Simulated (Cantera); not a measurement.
A closed system holds: 1 mol CaO, 18 mol F2, 6.8 mol O2, equilibrated at 28.0 Pa.

These are equilibrium values from Cantera (NASA tables, ideal gas, pure condensed phases), not measurements of a reactor. Candidate condensed phases: Ca, CaF2, CaO; 13 gas species. Equilibrium is a limit: real reactors are often held back by kinetics, nucleation or transport.

x: gas mole fraction; n: condensed amount in mol.

```json
[
 {"T (°C)": "1052", "x F": "0.823", "x O2": "0.177", "x CaF2": "0.000106", "x O": "…", "n CaF2(s)": "0.996"},
 {"T (°C)": "1077", "x F": "0.823", "x O2": "0.177", "x CaF2": "0.000211", "x O": "…", "n CaF2(s)": "0.991"},
 {"T (°C)": "1102", "x F": "0.823", "x O2": "0.177", "x CaF2": "0.000411", "x O": "…", "n CaF2(s)": "0.983"},
 {"T (°C)": "1127", "x F": "0.823", "x O2": "0.177", "x CaF2": "0.000778", "x O": "…", "n CaF2(s)": "0.968"},
 {"T (°C)": "1152", "x F": "0.822", "x O2": "0.176", "x CaF2": "0.00144", "x O": "…", "n CaF2(s)": "0.940"},
 {"T (°C)": "1177", "x F": "0.821", "x O2": "0.176", "x CaF2": "0.00258", "x O": "…", "n CaF2(s)": "0.893"},
 {"T (°C)": "1202", "x F": "0.819", "x O2": "0.176", "x CaF2": "0.00453", "x O": "…", "n CaF2(s)": "0.812"},
 {"T (°C)": "1227", "x F": "0.817", "x O2": "0.175", "x CaF2": "0.00779", "x O": "…", "n CaF2(s)": "0.676"},
 {"T (°C)": "1252", "x F": "0.812", "x O2": "0.174", "x CaF2": "0.0131", "x O": "…", "n CaF2(s)": "0.450"},
 {"T (°C)": "1277", "x F": "0.805", "x O2": "0.173", "x CaF2": "0.0217", "x O": "…", "n CaF2(s)": "0.0831"},
 {"T (°C)": "1302", "x F": "0.804", "x O2": "0.172", "x CaF2": "0.0236", "x O": "…", "n CaF2(s)": "0"},
 {"T (°C)": "1327", "x F": "0.804", "x O2": "0.172", "x CaF2": "0.0236", "x O": "…", "n CaF2(s)": "0"},
 {"T (°C)": "1352", "x F": "0.804", "x O2": "0.172", "x CaF2": "0.0236", "x O": "…", "n CaF2(s)": "0"}
]
```

Q: Some entries are withheld; supply them.

A: 
- 1052, x O: 6.92e-6
- 1077, x O: 1.06e-5
- 1102, x O: 1.60e-5
- 1127, x O: 2.38e-5
- 1152, x O: 3.48e-5
- 1177, x O: 5.04e-5
- 1202, x O: 7.20e-5
- 1227, x O: 0.000101
- 1252, x O: 0.000141
- 1277, x O: 0.000194
- 1302, x O: 0.000266
- 1327, x O: 0.000360
- 1352, x O: 0.000483
